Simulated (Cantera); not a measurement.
Input: 1 mol SiH4, 0.62 mol NH3, 3.2 mol H2, held at 32.0 Pa.

Equilibrium computed with Cantera from the NASA thermochemical tables; the gas is ideal and each condensed phase is pure. Candidate condensed phases: Si, Si3N4; 18 gas species. The tables' values for SiN are old estimates; treat these amounts as uncertain. Gases not in the tables: Si2H6 and higher silanes. Kinetics and transport are ignored.

x: gas mole fraction; n: condensed amount in mol.

```tsv
T (K)	x H2	x N2	x H	x Si	x SiH	x Si2	x SiH2	n Si(s)	n Si(l)
1523	0.951	0.0481	0.00126	?	2.87e-6	8.47e-8	1.91e-6	1.000	0
1548	0.950	0.0481	0.00168	?	4.59e-6	1.77e-7	2.59e-6	0.999	0
1573	0.950	0.0481	0.00221	?	7.21e-6	3.61e-7	3.48e-6	0.999	0
1598	0.949	0.0481	0.00290	?	1.12e-5	7.19e-7	4.64e-6	0.998	0
1623	0.948	0.0480	0.00376	?	1.71e-5	1.40e-6	6.13e-6	0.997	0
1648	0.946	0.0480	0.00484	?	2.58e-5	2.68e-6	8.02e-6	0.994	0
1673	0.945	0.0479	0.00619	?	3.84e-5	5.03e-6	1.04e-5	0.991	0
1698	0.942	0.0478	0.00785	?	5.55e-5	8.94e-6	1.32e-5	0	0.986
1723	0.939	0.0477	0.00988	?	7.66e-5	1.46e-5	1.59e-5	0	0.979
1748	0.935	0.0476	0.0124	?	0.000105	2.34e-5	1.92e-5	0	0.969
1773	0.930	0.0474	0.0153	?	0.000142	3.70e-5	2.30e-5	0	0.954
```

Q: Complete the blanks.

A: 
- 1523, x Si: 5.63e-5
- 1548, x Si: 9.93e-5
- 1573, x Si: 0.000172
- 1598, x Si: 0.000292
- 1623, x Si: 0.000489
- 1648, x Si: 0.000805
- 1673, x Si: 0.00131
- 1698, x Si: 0.00205
- 1723, x Si: 0.00307
- 1748, x Si: 0.00455
- 1773, x Si: 0.00666
